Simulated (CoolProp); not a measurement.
Normal hydrogen along the isotherm -243.15 °C: fugacity coefficient from the reference equation and from simpler models built on Tc = -240.0 °C, pc = 1.296 MPa, ω = -0.219; each cubic takes its own stable root.

Values from CoolProp's reference Helmholtz-energy equation of state, Leachman 2009.

```json
[
 {"p (MPa)": "0.177", "phase": "gas", "reference": "0.9430", "van der Waals": "0.9487", "Redlich-Kwong": "0.9387", "Soave-Redlich-Kwong": "0.9415"},
 {"p (MPa)": "0.354", "phase": "gas", "reference": "0.8865", "van der Waals": "0.8975", "Redlich-Kwong": "0.8782", "Soave-Redlich-Kwong": "0.8837"},
 {"p (MPa)": "0.53", "phase": "gas", "reference": "0.8303", "van der Waals": "0.8462", "Redlich-Kwong": "0.8183", "Soave-Redlich-Kwong": "0.8267"},
 {"p (MPa)": "0.707", "phase": "gas", "reference": "0.7727", "van der Waals": "0.7937", "Redlich-Kwong": "0.7571", "Soave-Redlich-Kwong": "0.7689"},
 {"p (MPa)": "0.884", "phase": "liquid", "reference": "0.6810", "van der Waals": "0.7288", "Redlich-Kwong": "0.6286", "Soave-Redlich-Kwong": "0.6850"},
 {"p (MPa)": "1.06", "phase": "liquid", "reference": "0.5826", "van der Waals": "0.6285", "Redlich-Kwong": "0.5373", "Soave-Redlich-Kwong": "0.5866"},
 {"p (MPa)": "1.24", "phase": "liquid", "reference": "0.5110", "van der Waals": "0.5555", "Redlich-Kwong": "0.4708", "Soave-Redlich-Kwong": "0.5148"},
 {"p (MPa)": "1.41", "phase": "liquid", "reference": "0.4602", "van der Waals": "0.5037", "Redlich-Kwong": "0.4237", "Soave-Redlich-Kwong": "0.4639"},
 {"p (MPa)": "1.59", "phase": "liquid", "reference": "0.4184", "van der Waals": "0.4612", "Redlich-Kwong": "0.3848", "Soave-Redlich-Kwong": "0.4219"},
 {"p (MPa)": "1.77", "phase": "liquid", "reference": "0.3853", "van der Waals": "0.4275", "Redlich-Kwong": "0.3540", "Soave-Redlich-Kwong": "0.3885"},
 {"p (MPa)": "1.94", "phase": "liquid", "reference": "0.3597", "van der Waals": "0.4016", "Redlich-Kwong": "0.3302", "Soave-Redlich-Kwong": "0.3627"}
]
```
